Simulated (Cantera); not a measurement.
What does this Cantera script print?

```python
import numpy as np
import cantera as ct

gas_names = """
    H H2 N NH NH2 NH3 N2 N2H2 N2H4 Si SiH SiH2 SiH3 SiH4 SiN Si2 Si2N Si3
""".split()
cond_names = """
    Si(cr) Si(L) Si3N4(a)
""".split()


def load(file, names, dense=False):
    # The tables refer to 1 bar. Condensed volumes are neglected.
    table = {s.name: s for s in ct.Species.list_from_file(file)}
    out = []
    for n in names:
        d = dict(table[n].input_data)
        d["thermo"] = dict(d["thermo"], **{"reference-pressure": 1e5})
        if dense:
            d["equation-of-state"] = {"model": "constant-volume", "density": "1e6 g/cm^3"}
        out.append(ct.Species.from_dict(d))
    return out


gas = ct.Solution(thermo="ideal-gas", species=load("nasa_gas.yaml", gas_names))
cond = {s.name: ct.Solution(thermo="fixed-stoichiometry", species=[s], name=s.name)
        for s in load("nasa_condensed.yaml", cond_names, dense=True)}
atoms = {
    'trisilylamine': {'Si': 3, 'N': 1, 'H': 9},
    'NH3': {'N': 1, 'H': 3},
}
top_T = {'Si3N4(a)': 2400}  # K; cautious upper limits of use, not melting points


def equilibrate(T, P, feed):
    n = {}
    for name, mol in feed.items():
        for a, k in atoms[name].items():
            n[a] = n.get(a, 0.0) + k * mol
    gas.TPX = T, P, n
    mass = sum(n.values()) * gas.mean_molecular_weight
    gas.equilibrate("TP")
    valid = [c for c in cond.values() if c.min_temp <= T <= top_T.get(c.name, c.max_temp)]
    mix = ct.Mixture([(gas, mass / gas.mean_molecular_weight)] + [(c, 0.0) for c in valid])
    mix.T, mix.P = T, P
    mix.equilibrate("TP", solver="vcs", rtol=1e-11, max_steps=5000)
    return mix


results = []
T = 1498.15  # K
P = 133.322  # Pa
for m in [3.2, 3.8, 4.4, 5.2, 6.1, 7.2, 8.4, 9.9, 12, 14, 16]:
    feed = {'trisilylamine': 1, 'NH3': m}  # mol
    mix = equilibrate(T, P, feed)
    results.append((T, P, feed, dict(zip(mix.species_names, mix.species_moles))))

top = {s: max(r[3][s] / sum(r[3][g] for g in gas_names) for r in results) for s in gas_names}
cols = sorted((s for s in top if top[s] > 0.001), key=lambda s: -top[s])[:7]
seen = [c for c in cond_names if any(r[3].get(c, 0) > 1e-12 for r in results)]
print("log10 of partial pressures in bar; condensed amounts in mol")
print(f"{'n(NH3)':>10s}" + "".join(f"{s[:9]:>10s}" for s in cols + seen))
for T, P, feed, n in results:
    ng = sum(n[g] for g in gas_names)
    print(f"{feed['NH3']:10.4g}" + "".join(f"{np.log10(max(n[s] / ng * P / 1e5, 1e-99)):10.3f}" for s in cols)
          + "".join(f"{n.get(c, 0):10.4g}" for c in seen))
```

Result:

```
log10 of partial pressures in bar; condensed amounts in mol
    n(NH3)        H2        N2    Si(cr)  Si3N4(a)
       3.2    -2.890    -4.340    0.3452    0.8849
       3.8    -2.892    -4.298         0         1
       4.4    -2.902    -4.102         0         1
       5.2    -2.913    -3.961         0         1
       6.1    -2.922    -3.867         0         1
       7.2    -2.931    -3.794         0         1
       8.4    -2.939    -3.740         0         1
       9.9    -2.947    -3.695         0         1
        12    -2.954    -3.653         0         1
        14    -2.960    -3.626         0         1
        16    -2.965    -3.606         0         1
```

Method: chemical equilibrium by Gibbs-energy minimisation in Cantera with the NASA 1993 tables (ideal gas, pure condensed phases). The feed counts by its element totals alone. Mutual solubility and eutectic melting of coexisting phases are not modelled.
